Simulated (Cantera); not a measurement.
A Cantera script and its output.

```python
import numpy as np
import cantera as ct

gas = ct.Solution("gri30.yaml", transport_model="multicomponent")
show = ['NH3', 'CH3', 'OH']

rows = []
print(f"{'T/K':>7s}{'rho':>11s}{'cp':>10s}{'mu':>11s}{'lambda':>11s}{'Pr':>7s}" + "".join(f"{'D_' + s:>11s}" for s in show))
for T in [400, 550, 700, 850, 1000, 1150, 1300, 1450]:
    gas.TPX = T, 101325, {'H2O': 0.32}
    Pr = gas.cp_mass * gas.viscosity / gas.thermal_conductivity
    D = [gas.mix_diff_coeffs_mole[gas.species_index(s)] for s in show]
    rows.append([gas.density, gas.cp_mass, gas.viscosity, gas.thermal_conductivity, Pr, *D])
    print(f"{T:7g}{gas.density:11.4e}{gas.cp_mass:10.1f}{gas.viscosity:11.4e}"
          f"{gas.thermal_conductivity:11.4e}{Pr:7.3f}" + "".join(f"{d:11.4e}" for d in D))
print("SI units: kg/m3, J/kg/K, Pa s, W/m/K, m2/s")
```

It prints:

```
    T/K        rho        cp         mu     lambda     Pr      D_NH3      D_CH3       D_OH
    400 5.4885e-01    1902.2 1.3967e-05 3.6786e-02  0.722 3.5073e-05 4.0994e-05 6.3702e-05
    550 3.9917e-01    1984.6 1.9600e-05 5.4341e-02  0.716 6.7425e-05 7.4784e-05 1.1391e-04
    700 3.1363e-01    2082.1 2.5249e-05 7.3675e-02  0.714 1.0957e-04 1.1624e-04 1.7475e-04
    850 2.5828e-01    2184.6 3.0813e-05 9.4392e-02  0.713 1.6067e-04 1.6451e-04 2.4514e-04
   1000 2.1954e-01    2292.2 3.6247e-05 1.1642e-01  0.714 2.2005e-04 2.1899e-04 3.2431e-04
   1150 1.9091e-01    2401.0 4.1530e-05 1.3952e-01  0.715 2.8713e-04 2.7924e-04 4.1168e-04
   1300 1.6888e-01    2502.2 4.6653e-05 1.6310e-01  0.716 3.6143e-04 3.4490e-04 5.0680e-04
   1450 1.5141e-01    2595.7 5.1615e-05 1.8691e-01  0.717 4.4253e-04 4.1571e-04 6.0933e-04
SI units: kg/m3, J/kg/K, Pa s, W/m/K, m2/s
```

Cantera simulation using GRI-Mech 3.0 (53 species, 325 reactions); the numbers are that mechanism's predictions, not measurements. Polar gases are described roughly by these parameters.
